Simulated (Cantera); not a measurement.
Feed: 1 mol C₂H₆, 0.2 mol NH₃, 0.39 mol H₂, 0.64 mol CO₂, equilibrated at 1275 °C and 3680 Torr.

These are equilibrium values from Cantera (NASA tables, ideal gas, pure condensed phases), not measurements of a reactor. Candidate condensed phases: C, C₆H₆, C₇H₈, C₈H₁₈, H₂O; 136 gas species. The numbers say what is thermodynamically allowed, not how fast it happens.

Base state: H₂ 0.721, CO 0.253, N₂ 0.0198, CH₄ 0.00522, H₂O 0.00110, HCN 0.000175, CO₂ 0.000138, NH₃ 2.27e-5 (mole fractions); condensed: C(graphite).

Q: What changes in the equilibrium state with this change: temperature from 1275 °C to 327 °C?

A: 
```tsv
species	before	after
CH₄	0.00522	0.486
H₂O	0.00110	0.401
CO₂	0.000138	0.0432
H₂	0.721	0.0324
CO	0.253	0.000124
N₂	0.0198	0.0379
HCN	0.000175	<1e-9
H	1.18e-5	<1e-9
C₂H₂ (acetylene)	1.13e-5	<1e-9
NH₃	2.27e-5	0.000232
C(graphite), mol	1.34	1.25
```
